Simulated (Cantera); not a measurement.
A perfectly stirred reactor is fed with C2H4 : H2 = 1 : 7.7 (molar parts), at 43.5 Torr; it is held at 2023 K, and followed from long to short residence time.

Computed with Cantera and GRI-Mech 3.0 (53 species, 325 reactions). GRI-Mech 3.0 was tuned for natural gas; its chemistry of ethylene as a main component is partial and can be far from experiment. GRI-Mech 3.0 stops at C3 and has no aromatics, soot or wall deposition, so with more carbon than oxygen in the feed, carbon stays in small species such as C2H2 where larger ones or solid carbon would form.

Question: What does this change do: pressure from 43.5 Torr to 11.3 Torr?

Answer: 
```csv
quantity,before,after
x(C2H4) at τ = 0.300 s,5.84e-5,0.000135
x(H2) at τ = 0.300 s,0.891,0.893
x(C2H) at τ = 0.300 s,1.40e-5,1.02e-5
x(CH2) at τ = 0.300 s,2.31e-7,6.43e-8
x(C2H2) at τ = 0.300 s,0.103,0.103
x(C2H4) at τ = 29.0 ms,0.000759,0.00373
x(H2) at τ = 29.0 ms,0.895,0.896
x(C2H) at τ = 29.0 ms,4.29e-6,1.93e-6
x(CH2) at τ = 29.0 ms,2.56e-8,3.09e-8
x(C2H2) at τ = 29.0 ms,0.102,0.0997
```
Radical loss at walls, strong at low pressure, is not modelled.

Question: What does this change do: pressure from 43.5 Torr to 383 Torr?

Answer: 
```csv
quantity,before,after
x(C2H4) at τ = 0.300 s,5.84e-5,0.000282
x(H2) at τ = 0.300 s,0.891,0.893
x(C2H) at τ = 0.300 s,1.40e-5,5.80e-6
x(CH2) at τ = 0.300 s,2.31e-7,3.59e-7
x(C2H2) at τ = 0.300 s,0.103,0.102
x(C2H4) at τ = 29.0 ms,0.000759,0.000362
x(H2) at τ = 29.0 ms,0.895,0.894
x(C2H) at τ = 29.0 ms,4.29e-6,5.43e-6
x(CH2) at τ = 29.0 ms,2.56e-8,2.26e-7
x(C2H2) at τ = 29.0 ms,0.102,0.102
```
